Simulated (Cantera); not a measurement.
Cantera run:

```python
import numpy as np
import cantera as ct

gas_names = """
    CL CL2 N N2 Si SiCL SiCL2 SiCL3 SiCL4 SiN Si2 Si2N Si3
""".split()
cond_names = """
    Si(cr) Si(L) Si3N4(a)
""".split()


# ... load() reads the species with a 1 bar reference pressure and builds the phases ...
atoms = {
    'SiCl4': {'Si': 1, 'CL': 4},
    'N2': {'N': 2},
}
top_T = {'Si3N4(a)': 2400}  # K; cautious upper limits of use, not melting points


# ... equilibrate(T, P, feed) seeds the gas with the atoms and calls Mixture.equilibrate('TP', solver="vcs", rtol=1e-11, max_steps=5000) ...
results = []
feed = {'SiCl4': 1, 'N2': 7.5}  # mol
P = 940  # Pa
for T in [1323, 1348, 1373, 1398, 1423, 1448, 1473, 1498, 1523, 1548, 1573, 1598, 1623]:
    mix = equilibrate(T, P, feed)
    results.append((T, P, feed, dict(zip(mix.species_names, mix.species_moles))))
    x = sorted(zip(gas.X, gas.species_names), reverse=True)
    print(f"T = {T:g} K  P = {P:g} Pa  gas = {mix.phase_moles(0):.4g} mol")
    print("   x: " + "  ".join(f"{s} {v:.3e}" for v, s in x if v > 1e-06))
    print("   condensed (mol): " + ("  ".join(f"{mix.phase(i).name} {mix.phase_moles(i):.4g}"
          for i in range(1, mix.n_phases) if mix.phase_moles(i) > 1e-12) or "none"))
```

It prints:

```
T = 1323 K  P = 940 Pa  gas = 8.505 mol
   x: N2 8.818e-01  SiCL4 1.170e-01  CL 5.777e-04  SiCL3 5.741e-04  SiCL2 1.541e-05  CL2 1.362e-05
   condensed (mol): none
T = 1348 K  P = 940 Pa  gas = 8.507 mol
   x: N2 8.816e-01  SiCL4 1.167e-01  CL 8.104e-04  SiCL3 7.916e-04  SiCL2 2.696e-05  CL2 1.756e-05
   condensed (mol): none
T = 1373 K  P = 940 Pa  gas = 8.51 mol
   x: N2 8.813e-01  SiCL4 1.164e-01  CL 1.124e-03  SiCL3 1.077e-03  SiCL2 4.607e-05  CL2 2.247e-05
   condensed (mol): none
T = 1398 K  P = 940 Pa  gas = 8.513 mol
   x: N2 8.810e-01  SiCL4 1.159e-01  CL 1.542e-03  SiCL3 1.446e-03  SiCL2 7.699e-05  CL2 2.854e-05
   condensed (mol): none
T = 1423 K  P = 940 Pa  gas = 8.518 mol
   x: N2 8.805e-01  SiCL4 1.154e-01  CL 2.095e-03  SiCL3 1.916e-03  SiCL2 1.259e-04  CL2 3.603e-05
   condensed (mol): none
T = 1448 K  P = 940 Pa  gas = 8.524 mol
   x: N2 8.798e-01  SiCL4 1.146e-01  CL 2.820e-03  SiCL3 2.507e-03  SiCL2 2.015e-04  CL2 4.520e-05
   condensed (mol): none
T = 1473 K  P = 940 Pa  gas = 8.533 mol
   x: N2 8.790e-01  SiCL4 1.136e-01  CL 3.760e-03  SiCL3 3.241e-03  SiCL2 3.162e-04  CL2 5.639e-05
   condensed (mol): none
T = 1498 K  P = 940 Pa  gas = 8.543 mol
   x: N2 8.779e-01  SiCL4 1.124e-01  CL 4.971e-03  SiCL3 4.138e-03  SiCL2 4.864e-04  CL2 6.993e-05
   condensed (mol): none
T = 1523 K  P = 940 Pa  gas = 8.557 mol
   x: N2 8.765e-01  SiCL4 1.109e-01  CL 6.517e-03  SiCL3 5.221e-03  SiCL2 7.341e-04  CL2 8.623e-05
   condensed (mol): none
T = 1548 K  P = 940 Pa  gas = 8.574 mol
   x: N2 8.748e-01  SiCL4 1.090e-01  CL 8.473e-03  SiCL3 6.509e-03  SiCL2 1.088e-03  CL2 1.057e-04
   condensed (mol): none
T = 1573 K  P = 940 Pa  gas = 8.595 mol
   x: N2 8.726e-01  SiCL4 1.067e-01  CL 1.093e-02  SiCL3 8.017e-03  SiCL2 1.584e-03  CL2 1.287e-04
   condensed (mol): none
T = 1598 K  P = 940 Pa  gas = 8.622 mol
   x: N2 8.699e-01  SiCL4 1.040e-01  CL 1.398e-02  SiCL3 9.756e-03  SiCL2 2.266e-03  CL2 1.557e-04
   condensed (mol): none
T = 1623 K  P = 940 Pa  gas = 8.655 mol
   x: N2 8.665e-01  SiCL4 1.006e-01  CL 1.773e-02  SiCL3 1.172e-02  SiCL2 3.188e-03  CL2 1.870e-04
   condensed (mol): none
```

Equilibrium computed with Cantera from the NASA thermochemical tables; the gas is ideal and each condensed phase is pure. The tables' values for SiCl3 are old estimates; treat these amounts as uncertain.
